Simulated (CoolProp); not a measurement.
Vapour-liquid equilibrium of acetone (1) + n-hexane (2) at 1.11 MPa; x and y are mole fractions of (1).

The numbers come from the multi-fluid Helmholtz-energy mixture model, Lemmon 2006 and Thol 2019; pair parameters Bell 2016 in CoolProp.

Task: Give the bubble temperature and the first vapour's composition at x = 0.125, 0.575, 0.725. Is there an azeotrope?

Result: x = 0.125: 157.9 °C, y = 0.254; x = 0.575: 143.7 °C, y = 0.621; x = 0.725: 143.3 °C, y = 0.714. y crosses x between x = 0.65 and 0.725: the model has an azeotrope there.

The pair parameters rest on a limited set of measurements; away from them the model extrapolates.
